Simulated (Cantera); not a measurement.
A Cantera script and what it prints.

```python
import numpy as np
import cantera as ct

gas_names = """
    H HNO HNO2 HNO3 HO2 H2 H2O H2O2 N NH NH2 NH3 NH2OH NO NO2 NO3 N2 N2H2 N2H4 N2O O OH O2 O3 Si SiH
    SiH2 SiH3 SiH4 SiN SiO SiO2 Si2 Si2N Si3
""".split()
cond_names = """
    H2O(s) H2O(L) Si(cr) Si(L) SiO2(Lqz) SiO2(hqz) SiO2(L) Si2N2O(s) Si3N4(a)
""".split()


# ... load() reads the species with a 1 bar reference pressure and builds the phases ...
atoms = {
    'Si': {'Si': 1},
    'H2O': {'H': 2, 'O': 1},
    'H2': {'H': 2},
    'N2O': {'N': 2, 'O': 1},
}
top_T = {'Si2N2O(s)': 2100, 'Si3N4(a)': 2400}  # K; cautious upper limits of use, not melting points


# ... equilibrate(T, P, feed) seeds the gas with the atoms and calls Mixture.equilibrate('TP', solver="vcs", rtol=1e-11, max_steps=5000) ...
results = []
feed = {'Si': 1, 'H2O': 1.4, 'H2': 870, 'N2O': 4.1}  # mol
P = 1.3  # Pa
for T in [1398, 1448, 1498, 1548, 1598, 1648, 1698, 1748, 1798, 1848]:
    mix = equilibrate(T, P, feed)
    results.append((T, P, feed, dict(zip(mix.species_names, mix.species_moles))))
    x = sorted(zip(gas.X, gas.species_names), reverse=True)
    print(f"T = {T:g} K  P = {P:g} Pa  gas = {mix.phase_moles(0):.4g} mol")
    print("   x: " + "  ".join(f"{s} {v:.3e}" for v, s in x if v > 0.001))
    print("   condensed (mol): " + ("  ".join(f"{mix.phase(i).name} {mix.phase_moles(i):.4g}"
          for i in range(1, mix.n_phases) if mix.phase_moles(i) > 1e-12) or "none"))
```

Result:

```
T = 1398 K  P = 1.3 Pa  gas = 877 mol
   x: H2 9.879e-01  H2O 5.068e-03  N2 4.675e-03  H 1.304e-03  SiO 1.077e-03
   condensed (mol): SiO2(hqz) 0.05507
T = 1448 K  P = 1.3 Pa  gas = 877.6 mol
   x: H2 9.865e-01  H2O 5.127e-03  N2 4.672e-03  H 2.539e-03  SiO 1.139e-03
   condensed (mol): none
T = 1498 K  P = 1.3 Pa  gas = 878.6 mol
   x: H2 9.843e-01  H2O 5.121e-03  H 4.729e-03  N2 4.667e-03  SiO 1.138e-03
   condensed (mol): none
T = 1548 K  P = 1.3 Pa  gas = 880.2 mol
   x: H2 9.806e-01  H 8.457e-03  H2O 5.111e-03  N2 4.658e-03  SiO 1.136e-03
   condensed (mol): none
T = 1598 K  P = 1.3 Pa  gas = 882.9 mol
   x: H2 9.746e-01  H 1.457e-02  H2O 5.094e-03  N2 4.644e-03  SiO 1.133e-03
   condensed (mol): none
T = 1648 K  P = 1.3 Pa  gas = 887.3 mol
   x: H2 9.649e-01  H 2.426e-02  H2O 5.066e-03  N2 4.621e-03  SiO 1.127e-03
   condensed (mol): none
T = 1698 K  P = 1.3 Pa  gas = 894 mol
   x: H2 9.502e-01  H 3.909e-02  H2O 5.023e-03  N2 4.586e-03  SiO 1.119e-03
   condensed (mol): none
T = 1748 K  P = 1.3 Pa  gas = 904.1 mol
   x: H2 9.283e-01  H 6.106e-02  H2O 4.957e-03  N2 4.535e-03  SiO 1.106e-03
   condensed (mol): none
T = 1798 K  P = 1.3 Pa  gas = 919 mol
   x: H2 8.971e-01  H 9.249e-02  H2O 4.861e-03  N2 4.461e-03  SiO 1.088e-03
   condensed (mol): none
T = 1848 K  P = 1.3 Pa  gas = 940.4 mol
   x: H2 8.539e-01  H 1.359e-01  H2O 4.723e-03  N2 4.360e-03  SiO 1.063e-03
   condensed (mol): none
```

Cantera equilibrium calculation (NASA polynomials, part measured and part estimated; ideal gas, pure solids and liquids). The tables hold silica as quartz up to 1696 K and as liquid above; real silica turns to tridymite and cristobalite and melts near 1996 K.
